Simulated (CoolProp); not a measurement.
Saturated liquid density (kg/m³) of isohexane: the reference equation beside estimates from Tc = 224.6 °C, pc = 3.043 MPa, ω = 0.280.

Computed with CoolProp (reference Helmholtz-energy equation of state, Lemmon 2006). It is a short technical equation, of lower accuracy than the large ones.

```
T (°C)  reference  Soave-Redlich-Kwong  Peng-Robinson
------  ---------  -------------------  -------------
54.15       621.0                569.2          643.5
60.85       614.4                562.7          636.5
67.55       607.8                556.0          629.1
74.35       600.9                548.9          621.4
81.05       593.9                541.7          613.5
87.75       586.8                534.2          605.2
94.45       579.6                526.4          596.6
101.25      572.0                518.2          587.5
107.95      564.4                509.7          578.1
114.65      556.6                500.9          568.3
121.35      548.5                491.7          558.0
128.15      540.0                482.0          547.1
134.85      531.3                472.0          535.7
141.55      522.2                461.4          523.8
```

Absolute difference from the reference over all 14 rows, mean and median: Soave-Redlich-Kwong 9.6 and 9.3 %, Peng-Robinson 2.5 and 2.8 %.
